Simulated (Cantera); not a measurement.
Equilibrium for carbon deposition, reforming and gasification: C2H4 + H2 + N2

Charge: 1 mol C2H4, 1.8 mol H2, 0.21 mol N2, equilibrated at 8.00 bar.

Method: chemical equilibrium by Gibbs-energy minimisation in Cantera with the NASA 1993 tables (ideal gas, pure condensed phases). Candidate condensed phases: C, C6H6, C7H8, C8H18; 92 gas species. Kinetics and transport are ignored.

From 625 K to 1525 K the condensed part is C(graphite). The main C-bearing gas is CH4 throughout. The share of C in condensed phases is highest at 1525 K (96.8 %) and lowest at 625 K (7.6 %).

```csv
T (K),x H2,x CH4,x N2,x NH3,x HCN,n C(graphite)
625,0.0470,0.855,0.0969,0.000698,2.24e-11,0.152
775,0.207,0.703,0.0888,0.000872,6.64e-9,0.345
925,0.489,0.435,0.0748,0.000745,2.71e-7,0.785
1075,0.740,0.197,0.0625,0.000466,3.41e-6,1.34
1225,0.865,0.0786,0.0564,0.000260,2.16e-5,1.71
1375,0.913,0.0332,0.0540,0.000151,8.96e-5,1.87
1525,0.931,0.0158,0.0530,9.51e-5,0.000279,1.94
```
x: gas mole fraction; n: condensed amount in mol.
